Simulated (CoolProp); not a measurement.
Vapour-liquid equilibrium of ethylene (1) + isobutane (2) at 2.2 bar; x and y are mole fractions of (1).

Computed with CoolProp (multi-fluid Helmholtz-energy mixture model, Smukala 2000 and Bücker 2006; pair parameters Bell 2016).

| x | bubble temperature (°C) | y at the bubble point | dew temperature at overall composition x (°C) | liquid density (mol/L) |
|---|---|---|---|---|
| 0.05 | -9.2 | 0.498 | 8.4 | 10.38 |
| 0.15 | -36.0 | 0.854 | (withheld) | 11.39 |
| 0.25 | -51.8 | 0.943 | (withheld) | 12.26 |
| 0.35 | -62.1 | 0.973 | (withheld) | (withheld) |
| 0.45 | -69.4 | 0.986 | -6.9 | 13.93 |
| 0.55 | -74.9 | 0.992 | -11.9 | 14.81 |
| 0.65 | -79.3 | 0.996 | -17.9 | (withheld) |
| 0.75 | -82.9 | (withheld) | -25.3 | 16.72 |
| 0.85 | -85.8 | 0.999 | -35.5 | 17.78 |
| 0.95 | -88.3 | 1.000 | -53.6 | 18.90 |

Problem. Some entries are withheld; supply them.

Solution. 
- 0.15, dew temperature at overall composition x (°C): 5.0
- 0.25, dew temperature at overall composition x (°C): 1.5
- 0.35, dew temperature at overall composition x (°C): -2.5
- 0.35, liquid density (mol/L): 13.09
- 0.65, liquid density (mol/L): 15.74
- 0.75, y at the bubble point: 0.998

No azeotrope shows between x = 0.05 and 0.95.

The pair parameters rest on a limited set of measurements; away from them the model extrapolates.
